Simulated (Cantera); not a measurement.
Feed: 1 mol CaCO3, 0.77 mol C, 0.85 mol H2O, equilibrated at 0.133 bar.

Points: T (K) = 873, 923, 973, 1023, 1073, 1123, 1173, 1223, 1273, 1323, 1373, 1423, 1473.

Cantera's Mixture.equilibrate('TP', solver="vcs", rtol=1e-11, max_steps=5000) on the NASA tables stopped like this:

```
ERROR: FAILURE its = 5001!

*******************************************************************************
CanteraError thrown by MultiPhase::equilibrate:
VCS solver failed. Return code: -1
*******************************************************************************
```

**Question.** What got this run through?

**Answer.** Several could match; the one computed here: The failure is numerical, not chemical. The same input converged with solver="gibbs", rtol=1e-10, max_steps=50000, and the result passed a check of the equilibrium conditions:
```
T = 873 K  P = 13332.2 Pa  gas = 1.396 mol
   x: H2 4.986e-01  CO 2.841e-01  CO2 1.221e-01  H2O 8.033e-02  CH4 1.488e-02
   condensed (mol): C(gr) 0.182  CaCO3(caL) 1
T = 923 K  P = 13332.2 Pa  gas = 1.655 mol
   x: H2 4.606e-01  CO 4.191e-01  CO2 7.389e-02  H2O 3.976e-02  CH4 6.580e-03
   condensed (mol): C(gr) 0.02013  CaCO3(caL) 0.9229  CaO(s) 0.07709
T = 973 K  P = 13332.2 Pa  gas = 2.301 mol
   x: CO 3.979e-01  H2 2.708e-01  CO2 2.329e-01  H2O 9.829e-02  CH4 1.142e-04
   condensed (mol): CaCO3(caL) 0.3181  CaO(s) 0.6819
T = 1023 K  P = 13332.2 Pa  gas = 2.62 mol
   x: CO 3.830e-01  CO2 2.926e-01  H2 2.047e-01  H2O 1.197e-01
   condensed (mol): CaO(s) 1
T = 1073 K  P = 13332.2 Pa  gas = 2.62 mol
   x: CO 3.929e-01  CO2 2.827e-01  H2 1.949e-01  H2O 1.295e-01
   condensed (mol): CaO(s) 1
T = 1123 K  P = 13332.2 Pa  gas = 2.62 mol
   x: CO 4.018e-01  CO2 2.738e-01  H2 1.860e-01  H2O 1.385e-01
   condensed (mol): CaO(s) 1
T = 1173 K  P = 13332.2 Pa  gas = 2.62 mol
   x: CO 4.100e-01  CO2 2.656e-01  H2 1.778e-01  H2O 1.466e-01
   condensed (mol): CaO(s) 1
T = 1223 K  P = 13332.2 Pa  gas = 2.62 mol
   x: CO 4.174e-01  CO2 2.582e-01  H2 1.704e-01  H2O 1.540e-01
   condensed (mol): CaO(s) 1
T = 1273 K  P = 13332.2 Pa  gas = 2.62 mol
   x: CO 4.241e-01  CO2 2.515e-01  H2 1.637e-01  H2O 1.607e-01
   condensed (mol): CaO(s) 1
T = 1323 K  P = 13332.2 Pa  gas = 2.62 mol
   x: CO 4.302e-01  CO2 2.454e-01  H2O 1.668e-01  H2 1.576e-01
   condensed (mol): CaO(s) 1
T = 1373 K  P = 13332.2 Pa  gas = 2.62 mol
   x: CO 4.357e-01  CO2 2.398e-01  H2O 1.724e-01  H2 1.521e-01
   condensed (mol): CaO(s) 1
T = 1423 K  P = 13332.2 Pa  gas = 2.62 mol
   x: CO 4.408e-01  CO2 2.348e-01  H2O 1.774e-01  H2 1.470e-01
   condensed (mol): CaO(s) 1
T = 1473 K  P = 13332.2 Pa  gas = 2.62 mol
   x: CO 4.454e-01  CO2 2.302e-01  H2O 1.821e-01  H2 1.424e-01
   condensed (mol): CaO(s) 1
```

The gas is ideal and each condensed phase is pure.
